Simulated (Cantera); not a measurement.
A Cantera script and its output.

```python
import numpy as np
import cantera as ct

gas = ct.Solution("h2o2.yaml")


def delay(T, t_max=10):
    gas.TPX = T, 500000, {'H2': 1, 'O2': 0.602, 'N2': 2.77}
    reactor = ct.IdealGasConstPressureReactor(gas, clone=False)
    net = ct.ReactorNet([reactor])
    net.rtol, net.atol = 1e-8, 1e-16
    while net.time < t_max:
        t_old, T_old = net.time, reactor.T
        net.step()
        if reactor.T > T + 400:  # ignition: a rise of 400 K
            return t_old + (T + 400 - T_old) / (reactor.T - T_old) * (net.time - t_old)
    return np.nan


taus = []
for T in [1223, 1273, 1323, 1373, 1423, 1473, 1523, 1573]:
    taus.append(delay(T))
    print(f"T0 = {T:6g} K   tau = {taus[-1]:.4e} s")

# d ln(tau) / d ln(k), from doubling and halving each rate constant
T, sens = 1473, []
for i in range(gas.n_reactions):
    gas.set_multiplier(2.0, i)
    up = delay(T)
    gas.set_multiplier(0.5, i)
    down = delay(T)
    gas.set_multiplier(1.0, i)
    sens.append((np.log(up / down) / np.log(4.0), gas.reaction(i).equation))
sens.sort(key=lambda x: -abs(x[0]))
print(f"sensitivities at {T} K")
for s, eq in sens[:10]:
    print(f"{s:8.3f}  {eq}")
```

Result:

```
T0 =   1223 K   tau = 1.3755e-05 s
T0 =   1273 K   tau = 9.1482e-06 s
T0 =   1323 K   tau = 6.7561e-06 s
T0 =   1373 K   tau = 5.2971e-06 s
T0 =   1423 K   tau = 4.3246e-06 s
T0 =   1473 K   tau = 3.6404e-06 s
T0 =   1523 K   tau = 3.1425e-06 s
T0 =   1573 K   tau = 2.7727e-06 s
sensitivities at 1473 K
  -0.645  H + O2 <=> O + OH
  -0.167  H2 + O <=> H + OH
  -0.104  H2 + OH <=> H + H2O
  -0.057  H + HO2 <=> H2 + O2
  -0.039  H + O2 + H2O <=> HO2 + H2O
   0.029  H + O2 + N2 <=> HO2 + N2
   0.019  H + O2 + M <=> HO2 + M
  -0.017  H + HO2 <=> 2 OH
  -0.015  H + OH + M <=> H2O + M
   0.006  H + O2 + O2 <=> HO2 + O2
```

Computed with Cantera and the H2/O2 subset of GRI-Mech 3.0, which has no nitrogen chemistry. The hydrogen kinetics of GRI-Mech 3.0 are dated; newer H2 mechanisms differ, most at raised pressure. Where the delays flatten at high temperature, the 400 K rule measures the pace of heat release, not the induction time.
